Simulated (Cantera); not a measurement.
Charge: 1 mol Al2O3, 28 mol H2, at 2325 °C and 52.0 Pa.

These are equilibrium values from Cantera (NASA tables, ideal gas, pure condensed phases), not measurements of a reactor. Candidate condensed phases: Al, Al2O3, H2O; 19 gas species. The tables' values for AlOH are old estimates; treat these amounts as uncertain. Equilibrium is a limit: real reactors are often held back by kinetics, nucleation or transport.

Base state: H 0.724, H2 0.188, Al 0.0289, O 0.0266, H2O 0.0120, OH 0.0107, AlO 0.00738, Al2O 0.00162 (mole fractions); condensed: gas only.

### Question
What changes in the equilibrium state with this change: H2 from 28 to 21 mol?

### Answer
| species | before | after |
|---|---|---|
| H | 0.724 | 0.708 |
| H2 | 0.188 | 0.180 |
| Al | 0.0289 | 0.0345 |
| O | 0.0266 | 0.0337 |
| AlO | 0.00738 | 0.0111 |
| OH | 0.0107 | 0.0132 |
| H2O | 0.0120 | 0.0145 |
| Al2O2 | 2.18e-5 | 4.95e-5 |
| AlO2H | 0.000161 | 0.000301 |
